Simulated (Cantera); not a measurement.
A diamond (100) surface in a fixed gas of H2 with x(CH4) = 0.0062, x(CH3) = 0.00076, at 1075 K, 0.0207 atm; coverages are run to steady state.

Model: the Harris–Goodwin 1993 mechanism for the reconstructed diamond (100) surface, integrated in Cantera.

θ: site fractions in the mechanism's names (c6HH fully hydrogenated, c6H* and c6*H radical sites, c6** diradical, c6HM methylated).

```
x(H)     growth (µm/h)  θ c6HH  θ c6H*  θ c6*H   θ c6**   θ c6HM
-------  -------------  ------  ------  ------  -------  -------
0.0001           0.305   0.547  0.0195   0.328  0.00289   0.0637
0.00021          0.673   0.510  0.0209   0.352  0.00516   0.0708
0.00042           1.32   0.492  0.0216   0.364  0.00769   0.0737
0.00086            ___   0.486  0.0222   0.374      ___   0.0707
0.0018             ___   0.490  0.0229   0.385      ___      ___
0.0036            6.23   0.499  0.0236   0.396   0.0137   0.0450
0.0075            8.22   0.510  0.0243   0.408   0.0147   0.0288
0.015             9.64   0.519  0.0248   0.416   0.0154   0.0170
0.032             10.6   0.525  0.0252   0.421   0.0158  0.00880
```

Problem. Fill in the missing entries.

Solution. 
- 0.00086, growth (µm/h): 2.47
- 0.00086, θ c6**: 0.0102
- 0.0018, growth (µm/h): 4.23
- 0.0018, θ c6**: 0.0123
- 0.0018, θ c6HM: 0.0600
